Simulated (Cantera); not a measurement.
A freely propagating, adiabatic, planar premixed flame of CO : H2 : O2 : N2 = 1 : 0.037 : 0.786 : 3.22 (molar parts), unburnt at 550 K and 0.370 bar; mixture-averaged transport, grid criteria slope 0.08 and curve 0.16, no radiation.

Computed with Cantera and GRI-Mech 3.0 (53 species, 325 reactions). Burning velocities carry a grid error of a few per cent, more on coarse grids.

x: mole fraction of selected species; z is measured from the peak of heat release.

| z (mm) | T (K) | u (m/s) | x CO | x H2 | x O2 | x O | x N2O | x CO2 |
|---|---|---|---|---|---|---|---|---|
| -11.2 | 550 | 0.607 | 0.198 | 0.00733 | 0.156 | <1e-8 | <1e-8 | <1e-8 |
| -7.47 | 550 | 0.607 | 0.198 | 0.00731 | 0.156 | <1e-8 | <1e-8 | <1e-8 |
| -5.60 | 550 | 0.607 | 0.198 | 0.00726 | 0.156 | <1e-8 | <1e-8 | 7.48e-8 |
| -3.73 | 550 | 0.607 | 0.198 | 0.00706 | 0.156 | <1e-8 | <1e-8 | 2.30e-6 |
| -1.87 | 564 | 0.622 | 0.198 | 0.00613 | 0.156 | 3.26e-7 | <1e-8 | 0.000352 |
| -0.934 | 722 | 0.791 | 0.187 | 0.00461 | 0.151 | 0.000117 | <1e-8 | 0.00984 |
| 0 | 1102 | 1.19 | 0.145 | 0.00158 | 0.127 | 0.00524 | 6.48e-8 | 0.0542 |
| 0.934 | 1379 | 1.45 | 0.0953 | 0.000370 | 0.0973 | 0.0154 | 1.85e-7 | 0.109 |
| 1.87 | 1536 | 1.60 | 0.0685 | 0.000340 | 0.0829 | 0.0182 | 2.19e-7 | 0.141 |
| 3.73 | 1692 | 1.74 | [?] | 0.000360 | 0.0763 | [?] | 2.31e-7 | 0.160 |
| 7.47 | 1828 | 1.86 | 0.0412 | 0.000311 | 0.0735 | 0.00974 | 2.57e-7 | 0.173 |
| 14.9 | 1939 | 1.96 | 0.0309 | 0.000229 | 0.0703 | 0.00604 | 2.87e-7 | 0.185 |
| 29.9 | 2024 | 2.03 | [?] | [?] | 0.0671 | [?] | 3.00e-7 | 0.196 |

Question: Fill in the missing entries.

Answer: 
- 3.73, x CO: 0.0519
- 3.73, x O: 0.0149
- 29.9, x CO: 0.0217
- 29.9, x H2: 0.000155
- 29.9, x O: 0.00363
